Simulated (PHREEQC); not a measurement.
Dissolve 0.0028 mol HF, 0.0104 mol (NH4)2SiF6 and 0.0007 mol H3AsO4 per kg of water at 25 °C. Closed to the air; pH follows from the charge balance.

Equilibrium calculation in PHREEQC: ion-association model, wateq4f.dat.

This is a speciation only: nothing precipitates in the calculation.

Question: Predict the pH, ionic strength.

Answer: pH 2.85; ionic strength 0.0326 mol/kgw.

Question: In which forms is As present?

Answer: H2AsO4- 81 %, H3AsO4 19 % of the As.

The solution is supersaturated, for example in Quartz (slow to form), so a real one may precipitate; this is no full list. Species that the database lacks are ignored. SiF6-2 is the database's only silicon fluoride.
